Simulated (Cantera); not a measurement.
What does this Cantera script print?

```python
import numpy as np
import cantera as ct

gas_names = """
    CL CL2 H HCL H2 Si SiCL SiCL2 SiCL3 SiCL4 SiH SiHCL3 SiH2 SiH2CL2 SiH3 SiH3CL SiH4 Si2 Si3
""".split()
cond_names = """
    Si(cr) Si(L)
""".split()


# ... load() reads the species with a 1 bar reference pressure and builds the phases ...
atoms = {
    'SiH4': {'Si': 1, 'H': 4},
    'Cl2': {'CL': 2},
    'H2': {'H': 2},
}
top_T = {}  # K; cautious upper limits of use, not melting points


# ... equilibrate(T, P, feed) seeds the gas with the atoms and calls Mixture.equilibrate('TP', solver="vcs", rtol=1e-11, max_steps=5000) ...
results = []
feed = {'SiH4': 1, 'Cl2': 0.0035, 'H2': 8.9}  # mol
T = 1750  # K
P = 10000  # Pa
mix = equilibrate(T, P, feed)
results.append((T, P, feed, dict(zip(mix.species_names, mix.species_moles))))
print(gas.report(threshold=0.0001))
for i in range(1, mix.n_phases):
    print(f"{mix.phase(i).name:16s} {mix.phase_moles(i):12.5e} mol")
```

Output:

```
       temperature   1750 K
          pressure   10000 Pa
           density   0.001401 kg/m^3
  mean mol. weight   2.0386 kg/kmol
   phase of matter   gas

                          1 kg             1 kmol
                     ---------------   ---------------
          enthalpy        2.1903e+07        4.4651e+07  J
   internal energy        1.4766e+07        3.0101e+07  J
           entropy             99686        2.0322e+05  J/K
    Gibbs function       -1.5255e+08       -3.1098e+08  J
 heat capacity c_p             16340             33310  J/K
 heat capacity c_v             12261             24995  J/K

                      mass frac. Y      mole frac. X     chem. pot. / RT
                     ---------------   ---------------   ---------------
                 H        0.00036341        0.00073495           -10.684
               HCL          0.011415         0.0006383           -41.883
                H2           0.98753           0.99858           -21.367
     [  +16 minor]        0.00069268        4.4432e-05

Si(L)             9.99518e-01 mol
```

These are equilibrium values from Cantera (NASA tables, ideal gas, pure condensed phases), not measurements of a reactor. Gases not in the tables: Si2H6 and higher silanes.
